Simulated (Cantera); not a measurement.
**Low-pressure radical oxidation in H2/O2**

An isothermal, constant-pressure homogeneous reactor starts with 0.843 % H2, 99.2 % O2, equivalence ratio 0.0043, at 1423 K and 0.0132 atm.

Cantera simulation using GRI-Mech 3.0 (53 species, 325 reactions); the numbers are that mechanism's predictions, not measurements. Radical loss at walls, strong at low pressure, is not modelled.

```tsv
t (s)	x H2	x O2	x H2O2	x O	x H
0.000800	0.00843	0.992	2.35e-10	7.60e-7	6.23e-8
0.00289	0.00799	0.991	1.67e-9	0.000285	2.14e-5
0.0104	2.80e-5	0.983	7.42e-9	0.00741	0.000194
0.0376	2.65e-5	0.984	7.28e-9	0.00706	0.000180
0.136	2.27e-5	0.985	6.87e-9	0.00600	0.000142
0.490	1.40e-5	0.987	5.64e-9	0.00363	6.73e-5
1.77	4.42e-6	0.990	3.16e-9	0.00112	1.16e-5
6.38	7.12e-7	0.991	9.70e-10	0.000177	7.39e-7
23.0	1.04e-7	0.991	2.22e-10	2.58e-5	4.12e-8
83.1	4.77e-8	0.992	1.27e-10	1.18e-5	1.28e-8
300	4.72e-8	0.992	1.26e-10	1.17e-5	1.26e-8
```
x: mole fraction; the columns are a selection and need not sum to one.

Equilibrium at this temperature and pressure: H2 4.72e-8, O2 0.992, H2O2 1.26e-10, O 1.17e-5, H 1.26e-8 (gas phase only).
